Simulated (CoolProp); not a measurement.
Vapour-liquid equilibrium of cyclopropane (1) + R134a (2) at 315.9 K; x and y are mole fractions of (1).

Computed with CoolProp (multi-fluid Helmholtz-energy mixture model, Polt 1992 and Tillner-Roth 1994; pair parameters Bell 2016). This equation is an older, rougher fit; its heat capacities, sound speeds and derivatives of the liquid may be far off and weren't checked against measurements.

```
x     bubble pressure (MPa)  y at the bubble point  dew pressure at overall composition x (MPa)  liquid density (mol/L)
----  ---------------------  ---------------------  -------------------------------------------  ----------------------
0.05                  1.175                  0.098                                        1.134                   11.16
0.2                   1.350                  0.298                                        1.264                   11.29
0.35                  1.444                  0.424                                        1.393                   11.52
0.5                   1.479                  0.517                                        1.476                   11.86
0.65                  1.468                  0.602                                        1.444                   12.34
0.8                   1.402                  0.708                                        1.321                   12.97
0.95                  1.233                  0.894                                        1.181                   13.74
```

y crosses x between x = 0.5 and 0.65: the model has an azeotrope there.

The pair parameters rest on a limited set of measurements; away from them the model extrapolates.
